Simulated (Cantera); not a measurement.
A closed system holds: 1 mol CO2, 0.019 mol O2, held at 750 °C and 74.0 Pa.

Method: chemical equilibrium by Gibbs-energy minimisation in Cantera with the NASA 1993 tables (ideal gas, pure condensed phases). Candidate condensed phases: C; 12 gas species. Rates play no part.

Base state: CO2 0.981, O2 0.0186 (mole fractions); condensed: gas only.

**Question.** What changes in the equilibrium state with this change: temperature from 750 °C to 1475 °C?

**Answer.** 
| species | before | after |
|---|---|---|
| CO2 | 0.981 | 0.946 |
| O2 | 0.0186 | 0.0300 |
| CO | 3.45e-8 | 0.0237 |
| O | 1.56e-9 | 0.000467 |

**Question.** What changes in the equilibrium state with this change: CO2 replaced by S?

**Answer.** 
| species | before | after |
|---|---|---|
| S2 | 0 | 0.962 |
| SO2 | 0 | 0.0364 |
| S2O | 0 | 0.00176 |
| CO2 | 0.981 | 0 |
| O2 | 0.0186 | <1e-9 |
| SO | 0 | 0.000105 |
Gases not in the tables: S3 to S7. Further candidate phases: S.

**Question.** What changes in the equilibrium state with this change: temperature from 750 °C to 1375 °C?

**Answer.** 
```json
[
 {"species": "CO2", "before": "0.981", "after": "0.968"},
 {"species": "O2", "before": "0.0186", "after": "0.0228"},
 {"species": "CO", "before": "3.45e-8", "after": "0.00868"},
 {"species": "O", "before": "1.56e-9", "after": "0.000141"}
]
```
